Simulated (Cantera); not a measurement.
Input: 1 mol Cu, 7.3 mol F2, 0.46 mol H2, equilibrated at 1023 K and 10.0 Torr.

These are equilibrium values from Cantera (NASA tables, ideal gas, pure condensed phases), not measurements of a reactor. Candidate condensed phases: Cu, CuF2; 15 gas species. Rates play no part.

Base state: F 0.592, F2 0.311, HF 0.0956, CuF2 0.00178 (mole fractions); condensed: CuF2(s).

Q: What changes in the equilibrium state with this change: H2 from 0.46 to 0.17 mol?

A: 
```
species        before    after
------------  -------  -------
F               0.592    0.621
F2              0.311    0.341
HF             0.0956   0.0362
CuF2          0.00178  0.00178
CuF2(s), mol    0.983    0.983
```

Q: What changes in the equilibrium state with this change: temperature from 1023 K to 1250 K?

A: 
```tsv
species	before	after
F	0.592	0.838
CuF2	0.00178	0.0749
HF	0.0956	0.0689
F2	0.311	0.0182
CuF2(s), mol	0.983	0
```
